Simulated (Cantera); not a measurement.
A closed system holds: 1 mol TEOS, 2.5 mol O₃, 3.2 mol H₂, at 22.0 Pa.

Cantera equilibrium calculation (NASA polynomials, part measured and part estimated; ideal gas, pure solids and liquids). Candidate condensed phases: C, C₆H₆, C₇H₈, C₈H₁₈, H₂O, Si, SiC, SiO₂; 123 gas species. The feed counts by its element totals alone. Kinetics and transport are ignored. All values below are at 675 °C.

Base state: H₂ 0.588, CO 0.341, CO₂ 0.0362, H₂O 0.0345 (mole fractions); condensed: SiO₂(β-quartz).

Question: What changes in the equilibrium state with this change: O₃ from 2.5 to 0.068 mol?

Answer: 
| species | before | after |
|---|---|---|
| H₂ | 0.588 | 0.857 |
| CO | 0.341 | 0.143 |
| CH₄ | 1.62e-8 | 2.77e-5 |
| CO₂ | 0.0362 | 7.88e-6 |
| H₂O | 0.0345 | 2.61e-5 |
| SiO₂(β-quartz), mol | 1.00 | 1.00 |
| C(graphite), mol | 0 | 5.80 |
